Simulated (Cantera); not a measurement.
A closed system holds: 1 mol SiH2Cl2, 0.1 mol NH3, 13 mol N2, at 1.00 Torr.

Method: chemical equilibrium by Gibbs-energy minimisation in Cantera with the NASA 1993 tables (ideal gas, pure condensed phases). Candidate condensed phases: NH4Cl, Si, Si3N4; 28 gas species. Equilibrium is a limit: real reactors are often held back by kinetics, nucleation or transport.

Over these rows the condensed part is Si3N4(s). Partial pressures as log10 of bar:

| T (K) | 1000/T (1/K) | log p SiCl4 | log p N2 | log p HCl | log p H2 |
|---|---|---|---|---|---|
| 1098 | 0.9107 | -5.05 | -2.94 | -3.83 | -4.49 |
| 1198 | 0.8347 | -5.14 | -2.94 | -3.83 | -4.51 |
| 1298 | 0.7704 | -5.40 | -2.94 | -3.85 | -4.47 |
| 1398 | 0.7153 | -6.05 | -2.94 | -3.93 | -4.35 |
| 1498 | 0.6676 | ? | -2.94 | -4.07 | -4.22 |
| 1598 | 0.6258 | -7.91 | -2.94 | -4.25 | -4.13 |

Task: Fit log p(SiCl4) = a + b·(1000/T) to the five rows, give the apparent enthalpy, and predict the row at 1498 K.

Result: Means: 1000/T = 0.7714, log p = -5.910. Sxy = 0.467083, Sxx = 0.0477589, so b = 9.78 and a = -5.910 − (9.78)×0.7714 = -13.45.
Apparent enthalpy: −19.145 × (9.78) = -187 kJ/mol. With the condensed phases at unit activity, 1/3 Si3N4(s) + 4 HCl(g) = SiCl4(g) + 2/3 N2(g) + 2 H2(g) links this pressure to the main gases: over the six rows their terms move log p by -2.40 in all, so the slope isn't that reaction's ΔH° alone. The five rows lie within 0.58 of the line; that is curvature, so one enthalpy describes this range poorly.
Prediction at 1498 K: -13.45 + (9.78)×0.6676 = -6.92. The computed value is -6.96, 0.04 from the line.
